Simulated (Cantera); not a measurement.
An isothermal, constant-pressure homogeneous reactor starts with NH3 : H2 = 1 : 4.7 (molar parts), at 2348 K and 0.120 bar. Integrator tolerance rtol = 1e-08.

Computed with Cantera and the gas-phase N/H chemistry of the illustrative SiF4/NH3 mechanism in the Surface Chemkin manual (1991). Walls and surfaces, which speed up NH3 decomposition in real reactors, are not modelled.

### Question
What does this change do: temperature 2348 to 1275 K?

### Answer
| quantity | before | after |
|---|---|---|
| x(NH3) at 200 s | 3.39e-7 (gas-phase equilibrium 3.39e-7) | 0.175 (gas-phase equilibrium 3.93e-6) |
| x(H2) at 200 s | 0.893 (gas-phase equilibrium 0.893) | 0.825 (gas-phase equilibrium 0.925) |
| x(N2H4) at 200 s | <1e-12 (gas-phase equilibrium <1e-12) | 3.33e-10 (gas-phase equilibrium <1e-12) |
| x(H) at 200 s | 0.0339 (gas-phase equilibrium 0.0339) | 1.87e-6 (gas-phase equilibrium 2.06e-6) |
| x(N) at 200 s | 5.08e-8 (gas-phase equilibrium 5.08e-8) | 2.61e-12 (gas-phase equilibrium <1e-12) |
| x(NH) at 200 s | 3.23e-8 (gas-phase equilibrium 3.23e-8) | 3.19e-10 (gas-phase equilibrium <1e-12) |
| x(NH2) at 200 s | 4.12e-8 (gas-phase equilibrium 4.12e-8) | 7.00e-7 (gas-phase equilibrium 1.54e-11) |
